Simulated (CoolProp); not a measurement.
Hydrogen chloride at 293.15 K and 8.82 MPa is throttled through a valve to 1.56 MPa with no heat exchange. Each further row changes one setting.

The numbers come from the reference Helmholtz-energy equation of state, Thol 2018 in CoolProp.

| case | temperature change (K) | final phase | final density (kg/m³) |
|---|---|---|---|
| as stated | [?] | two-phase, vapour fraction 0.210 | [?] |
| outlet pressure 0.468 MPa | [?] | two-phase, vapour fraction 0.334 | [?] |
| outlet pressure 2.03 MPa | [?] | two-phase, vapour fraction 0.170 | [?] |

Fill in the missing entries.


- as stated, temperature change (K): -38.2
- as stated, final density (kg/m³): 139
- outlet pressure 0.468 MPa, temperature change (K): -73.0
- outlet pressure 0.468 MPa, final density (kg/m³): 29.9
- outlet pressure 2.03 MPa, temperature change (K): -29.0
- outlet pressure 2.03 MPa, final density (kg/m³): 208
